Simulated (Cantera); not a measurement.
A Cantera script and what it prints.

```python
import numpy as np
import cantera as ct

gas_names = """
    HF LiCL F2 HCL
""".split()
cond_names = """
    Li(cr) Li(L)
""".split()


# ... load() reads the species with a 1 bar reference pressure and builds the phases ...
species = {s.name: s for s in load("nasa_gas.yaml", gas_names) + load("nasa_condensed.yaml", cond_names)}
# Each term lists the table entries of one substance; the one whose range holds T is used.
reactions = {
    '2 HF(g) + 2 LiCl(g) = F2(g) + 2 HCl(g) + 2 Li':
        [(-2, ['HF']), (-2, ['LiCL']), (1, ['F2']), (2, ['HCL']), (2, ['Li(cr)', 'Li(L)'])],
}


def pick(names, T):
    return next(species[n] for n in names if species[n].thermo.min_temp <= T <= species[n].thermo.max_temp)


results = []
for label, terms in reactions.items():
    print(label)
    print("     T/K   dH/kJ  dS/(J/K)   dG/kJ   log10 K")
    for T in [300, 575, 650, 725, 800, 875, 950, 1025, 1100, 1175, 1250, 1325]:
        used = [(nu, pick(names, T)) for nu, names in terms]
        dH = sum(nu * s.thermo.h(T) for nu, s in used) / 1e6
        dS = sum(nu * s.thermo.s(T) for nu, s in used) / 1e3
        dG = dH - T * dS / 1e3
        logK = -dG * 1e6 / (ct.gas_constant * T * np.log(10))
        results.append((label, T, dH, dS, dG, logK, [s.name for _, s in used]))
        print(f"{T:8g} {dH:8.1f} {dS:8.1f} {dG:8.1f} {logK:8.2f}")
```

Result:

```
2 HF(g) + 2 LiCl(g) = F2(g) + 2 HCl(g) + 2 Li
     T/K   dH/kJ  dS/(J/K)   dG/kJ   log10 K
     300    751.9   -138.5    793.5  -138.15
     575    763.5   -112.6    828.2   -75.23
     650    765.1   -109.8    836.5   -67.22
     725    766.8   -107.4    844.7   -60.86
     800    768.5   -105.2    852.7   -55.67
     875    770.1   -103.2    860.5   -51.37
     950    771.8   -101.4    868.1   -47.73
    1025    773.5    -99.7    875.7   -44.62
    1100    775.2    -98.0    883.1   -41.93
    1175    777.0    -96.5    890.4   -39.58
    1250    778.7    -95.1    897.6   -37.51
    1325    780.5    -93.7    904.7   -35.66
```

Source: NASA polynomial tables (part measured, part estimated), evaluated in Cantera. Condensed species are held in their standard states even where they would react or evaporate.
